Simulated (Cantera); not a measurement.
Input: 1 mol SiHCl3, 0.011 mol Cl2, 27 mol N2, equilibrated at 0.100 bar.

Cantera equilibrium calculation (NASA polynomials, part measured and part estimated; ideal gas, pure solids and liquids). Candidate condensed phases: NH4Cl, Si, Si3N4; 28 gas species. N2 is the only nitrogen source here; it is nearly inert below about 1500 K, so the nitride shown seldom forms there in practice. The numbers say what is thermodynamically allowed, not how fast it happens.

**Question.** Which condensed phases are stable at each of these points (T (K)): 1023, 1073, 1123, 1173, 1223, 1273, 1323, 1373, 1423, 1473, 1523, 1573, 1623, 1673?

**Answer.** 
| T (K) | condensed phases | Si condensed (%) |
|---|---|---|
| 1023 | Si3N4(s) | 46.0 |
| 1073 | Si3N4(s) | 46.2 |
| 1123 | Si3N4(s) | 46.3 |
| 1173 | Si3N4(s) | 46.3 |
| 1223 | Si3N4(s) | 46.2 |
| 1273 | Si3N4(s) | 45.8 |
| 1323 | Si3N4(s) | 44.8 |
| 1373 | Si3N4(s) | 42.8 |
| 1423 | Si3N4(s) | 39.1 |
| 1473 | Si3N4(s) | 32.9 |
| 1523 | Si3N4(s) | 24.2 |
| 1573 | Si3N4(s) | 13.8 |
| 1623 | Si3N4(s) | 4.0 |
| 1673 | gas only | 0.0 |

From 1023 K to 1623 K the condensed part is Si3N4(s). At 1673 K nothing is condensed.
